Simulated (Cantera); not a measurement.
# Equilibrium for calcination and drying: CsOH + H2O + O2

Charge: 1 mol CsOH, 0.78 mol H2O, 0.012 mol O2, at 133 Pa.

Method: chemical equilibrium by Gibbs-energy minimisation in Cantera with the NASA 1993 tables (ideal gas, pure condensed phases). Candidate condensed phases: Cs, CsOH, H2O; 15 gas species. The numbers say what is thermodynamically allowed, not how fast it happens.

From 998 K to 2198 K nothing is condensed. The main Cs-bearing gas is CsOH at 998 K and Cs at 2198 K.

```
T (K)  x CsOH  x H2O      x Cs     x O2      x OH      x H2       x H       x O
-----  ------  -----  --------  -------  --------  --------  --------  --------
998     0.554  0.436   4.92e-6  0.00671   5.11e-7   1.20e-8  6.46e-12  3.32e-10
1098    0.557  0.435   5.00e-5  0.00671   3.04e-6   1.83e-7  2.89e-10   5.32e-9
1198    0.557  0.435  0.000342  0.00678   1.35e-5   1.77e-6   6.92e-9   5.42e-8
1298    0.556  0.436   0.00171  0.00711   4.80e-5   1.19e-5   1.01e-7   3.94e-7
1398    0.549  0.436   0.00650  0.00828  0.000147   5.75e-5   9.83e-7   2.29e-6
1498    0.531  0.438    0.0192   0.0114  0.000406  0.000207   6.77e-6   1.15e-5
1598    0.493  0.442    0.0454   0.0178   0.00103  0.000587   3.53e-5   5.18e-5
1698    0.432  0.447    0.0885   0.0284   0.00241   0.00143  0.000150  0.000202
1798    0.349  0.453     0.146   0.0425   0.00509   0.00318  0.000544  0.000674
1898    0.259  0.456     0.208   0.0578   0.00978   0.00665   0.00175   0.00193
1998    0.177  0.449     0.262   0.0716    0.0172    0.0131   0.00502   0.00483
2098    0.113  0.428     0.300   0.0826    0.0277    0.0239    0.0130    0.0108
2198   0.0685  0.388     0.320   0.0906    0.0413    0.0397    0.0304    0.0220
```
x: gas mole fraction; nothing condenses.
